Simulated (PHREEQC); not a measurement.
Make-up at 25 °C: 0.11 mol/kgw MnSO4 and 0.011 mol/kgw MgSO4. Closed to the air; pH follows from the charge balance.

Equilibrium calculation in PHREEQC: ion-association model, phreeqc.dat.

Precipitation was switched off in this run.

Order these S species by the share of S that they hold, largest first: MgSO4, SO4-2, MnSO4.

SO4-2 (53 %), MnSO4 (42 %), MgSO4 (5.0 %)

The pH is 6.36 and the ionic strength 0.255 mol/kgw. Species that the database lacks are ignored.
